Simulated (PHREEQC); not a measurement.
MgCl2 is added in steps, without added water, to 1 kg of water holding 0.22 mol/kgw NH3, at 25 °C. Oxygen is held at 0.21 atm. The system is closed to CO2. Solids allowed: Brucite. Others were left out.

Base run: PHREEQC, ion-association model, wateq4f.dat. Each further column changes one thing. The table gives pH.

```csv
MgCl2 added (mol),base,diluted 100-fold with water,diluted 2-fold with water,temperature from 25 to 40 °C
0,11.29,…,11.14,10.84
0.0275,9.87,…,9.62,9.43
0.055,9.57,…,9.41,9.12
0.11,9.32,…,9.23,8.85
0.1375,9.25,9.12,9.18,8.78
0.165,9.19,9.08,9.13,8.73
0.1925,9.15,9.05,9.10,8.68
0.2475,9.08,…,9.03,8.61
0.275,9.05,8.98,9.01,8.58
0.3025,9.02,8.95,8.98,8.55
0.33,8.99,8.93,8.96,8.53
0.385,8.95,8.89,8.92,8.48
0.4125,8.93,8.88,8.90,8.46
0.44,8.91,…,8.88,8.44
```

**Question.** What belongs in the gaps?

**Answer.** 
- 0, diluted 100-fold with water: 10.27
- 0.0275, diluted 100-fold with water: 9.39
- 0.055, diluted 100-fold with water: 9.28
- 0.11, diluted 100-fold with water: 9.16
- 0.2475, diluted 100-fold with water: 9.00
- 0.44, diluted 100-fold with water: 8.86

The ionic strength passes 0.7 mol/kgw, the rough limit of the ion-association models, in part of: base; diluted 100-fold with water; diluted 2-fold with water; temperature from 25 to 40 °C. Constants without temperature data keep their 25 °C values here.
